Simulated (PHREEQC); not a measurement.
**Brine: speciation**

A solution holds 1.2 mol/kgw Na2CO3 and 0.61 mol/kgw H3BO3, at 25 °C. Closed to the air; pH follows from the charge balance.

Computed with PHREEQC (Pitzer model, pitzer.dat).

This is a speciation only: nothing precipitates in the calculation.

Problem. What pH, activity of water does the model give?

Solution. pH 9.79; activity of water 0.954.

Problem. In which forms is B present?

Solution. B4O5(OH)4-2 52 %, B(OH)4- 37 %, B3O3(OH)4- 6.3 %, B(OH)3 5.3 % of the B.

The solution is supersaturated, for example in Borax, so a real one may precipitate; this is no full list. Species that the database lacks are ignored. In brines, pH and single-ion activities rest on the MacInnes convention.
